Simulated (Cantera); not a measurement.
Input (Python, Cantera):

```python
import numpy as np
import cantera as ct

gas = ct.Solution("gri30.yaml")
gas.TPX = 1350, 100000, {'H2': 1.1, 'O2': 1, 'N2': 0.65}
inlet = ct.Reservoir(gas, clone=True)

reactor = ct.IdealGasConstPressureReactor(gas, energy="off", clone=False)
exhaust = ct.Reservoir(gas, clone=True)
tau = [4.2, 0.73, 0.13, 0.022, 0.0038, 0.00066, 0.00011][0]
for a, b in ((inlet, reactor), (reactor, exhaust)):
    ct.MassFlowController(a, b, mdot=lambda t: reactor.mass / tau)
net = ct.ReactorNet([reactor])
show = ['H2', 'O2', 'H2O2', 'OH', 'O']

rows = []
print(f"{'tau/s':>10s}{'T/K':>9s}" + "".join(f"{s:>11s}" for s in show))
for tau in [4.2, 0.73, 0.13, 0.022, 0.0038, 0.00066, 0.00011]:
    net.initial_time = 0.0
    net.advance(30 * tau)
    before = gas.X
    net.advance(40 * tau)
    drift = np.max(np.abs(gas.X - before) / (gas.X + 1e-9))
    rows.append([gas.T, *gas[show].X, drift])
    print(f"{tau:10.3e}{gas.T:9.1f}" + "".join(f"{x:11.3e}" for x in gas[show].X))
```

Result:

```
     tau/s      T/K         H2         O2       H2O2         OH          O
 4.200e+00   1350.0  3.728e-05  2.045e-01  1.803e-07  1.442e-04  2.705e-06
 7.300e-01   1350.0  1.248e-04  2.045e-01  4.454e-07  2.449e-04  8.630e-06
 1.300e-01   1350.0  4.069e-04  2.046e-01  1.059e-06  4.175e-04  2.900e-05
 2.200e-02   1350.0  1.342e-03  2.048e-01  2.544e-06  7.357e-04  1.062e-04
 3.800e-03   1350.0  4.087e-03  2.055e-01  5.690e-06  1.356e-03  3.849e-04
 6.600e-04   1350.0  1.131e-02  2.074e-01  1.071e-05  2.677e-03  1.310e-03
 1.100e-04   1350.0  2.979e-02  2.125e-01  1.743e-05  5.527e-03  4.136e-03
```

Computed with Cantera and GRI-Mech 3.0 (53 species, 325 reactions). The temperature is held fixed by assumption; the heat of reaction is taken as removed at once.
